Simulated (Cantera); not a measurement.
Charge: 1 mol KOH, 0.53 mol H2O, 2.3 mol O2, at 1748.15 K and 3830 Torr.

Equilibrium computed with Cantera from the NASA thermochemical tables; the gas is ideal and each condensed phase is pure. Candidate condensed phases: H2O, K, KOH, KO2, K2O, K2O2; 15 gas species. Equilibrium is a limit: real reactors are often held back by kinetics, nucleation or transport.

Base state: O2 0.601, KOH 0.257, H2O 0.139, K2(OH)2 0.00186, K 0.000573, OH 0.000509, KO 0.000183, O 2.52e-5 (mole fractions); condensed: gas only.

Q: What changes in the equilibrium state with this change: pressure from 3830 Torr to 1 atm?

A: 
```json
[
 {"species": "O2", "before": "0.601", "after": "0.600"},
 {"species": "KOH", "before": "0.257", "after": "0.258"},
 {"species": "H2O", "before": "0.139", "after": "0.139"},
 {"species": "K2(OH)2", "before": "0.00186", "after": "0.000373"},
 {"species": "K", "before": "0.000573", "after": "0.00193"},
 {"species": "O", "before": "2.52e-5", "after": "5.65e-5"},
 {"species": "KO", "before": "0.000183", "after": "0.000274"},
 {"species": "OH", "before": "0.000509", "after": "0.000763"}
]
```

Q: What changes in the equilibrium state with this change: temperature from 1748.15 K to 2173.15 K?

A: 
```tsv
species	before	after
O2	0.601	0.596
KOH	0.257	0.249
H2O	0.139	0.140
K	0.000573	0.00752
H	1.63e-7	1.88e-5
O	2.52e-5	0.000778
H2	2.59e-6	7.71e-5
```
